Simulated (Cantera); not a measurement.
Input: 1 mol CF4, 0.061 mol F2, equilibrated at 13.3 mbar.

Equilibrium computed with Cantera from the NASA thermochemical tables; the gas is ideal and each condensed phase is pure. Candidate condensed phases: C; 13 gas species. Gases not in the tables: C2F6 and larger saturated fluorocarbons. Kinetics and transport are ignored. All values below are at 1298 K.

Base state: CF4 0.891, F 0.108, F2 0.000169 (mole fractions); condensed: gas only.

Q: What changes in the equilibrium state with this change: F2 from 0.061 to 2.5 mol?

A: 
```csv
species,before,after
F,0.108,0.822
CF4,0.891,0.168
F2,0.000169,0.00969
```
